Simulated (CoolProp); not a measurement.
Vapour-liquid equilibrium of R125 (1) + R236FA (2) at 307.4 K; x and y are mole fractions of (1).

Values from CoolProp's multi-fluid Helmholtz-energy mixture model, Lemmon 2005 and Pan 2012; pair parameters Bell 2016.

### Question
Give the bubble pressure and the first vapour's composition at x = 0.275, 0.725, 0.95. Is there an azeotrope?

### Answer
x = 0.275: 0.6993 MPa, y = 0.574; x = 0.725: 1.304 MPa, y = 0.890; x = 0.95: 1.658 MPa, y = 0.981. No azeotrope shows between x = 0.05 and 0.95.

Pair parameters are fitted to limited data, so mixtures are less certain than the pure fluids.
